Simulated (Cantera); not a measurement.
Input: 1 mol Al, 5.1 mol H2O, 580 mol H2, equilibrated at 1802 °C and 1300 Pa.

Method: chemical equilibrium by Gibbs-energy minimisation in Cantera with the NASA 1993 tables (ideal gas, pure condensed phases). Candidate condensed phases: Al, Al2O3, H2O; 19 gas species. The tables' values for AlOH are old estimates; treat these amounts as uncertain. Kinetics and transport are ignored.

Base state: H2 0.971, H 0.0230, H2O 0.00613, Al 3.18e-5, AlOH 1.90e-5, OH 1.66e-5 (mole fractions); condensed: Al2O3(s).

Problem. What changes in the equilibrium state with this change: temperature from 1802 °C to 627 °C?

Solution. 
```json
[
 {"species": "H2", "before": "0.971", "after": "0.994"},
 {"species": "H2O", "before": "0.00613", "after": "0.00615"},
 {"species": "H", "before": "0.0230", "after": "1.02e-9"},
 {"species": "Al", "before": "3.18e-5", "after": "<1e-9"},
 {"species": "AlOH", "before": "1.90e-5", "after": "<1e-9"},
 {"species": "OH", "before": "1.66e-5", "after": "<1e-9"},
 {"species": "Al2O3(s), mol", "before": "0.483", "after": "0.500"}
]
```
